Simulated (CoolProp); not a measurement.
Vapour-liquid equilibrium of dimethyl ether (1) + R134a (2) at 190.2 K; x and y are mole fractions of (1).

Computed with CoolProp (multi-fluid Helmholtz-energy mixture model, Wu 2011 and Tillner-Roth 1994; pair parameters Bell 2016).

### Question
Give the bubble pressure and the first vapour's composition at x = 0.25, 0.35, 0.85. Is there an azeotrope?

### Answer
x = 0.25: 0.02707 bar, y = 0.221; x = 0.35: 0.02670 bar, y = 0.332; x = 0.85: 0.02956 bar, y = 0.902. y crosses x between x = 0.35 and 0.45: the model has an azeotrope there.

Pair parameters are fitted to limited data, so mixtures are less certain than the pure fluids.
